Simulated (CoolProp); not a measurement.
Values from CoolProp's reference Helmholtz-energy equation of state, Gao 2022.

Give the vapour pressure (MPa), liquid density (kg/m³), vapour density (kg/m³) of saturated n-perfluorohexane at 239.8, 250.4 K.


```
T (K)  p (MPa)  liquid density (kg/m³)  vapour density (kg/m³)
-----  -------  ----------------------  ----------------------
239.8  0.00100                    1840                   0.170
250.4  0.00215                    1810                   0.350
```
